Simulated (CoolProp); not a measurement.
Computed with CoolProp (reference Helmholtz-energy equation of state, Span 2000).

Task: Give the vapour pressure (MPa), liquid density (kg/m³), vapour density (kg/m³), enthalpy of vaporisation (kJ/kg) of saturated nitrogen at 102.2, 111.7, 118.8 K.

Result: 
```csv
T (K),p (MPa),liquid density (kg/m³),vapour density (kg/m³),enthalpy of vaporisation (kJ/kg)
102.2,0.904,676,37.2,156
111.7,1.62,608,70.0,129
118.8,2.36,538,114,98.7
```
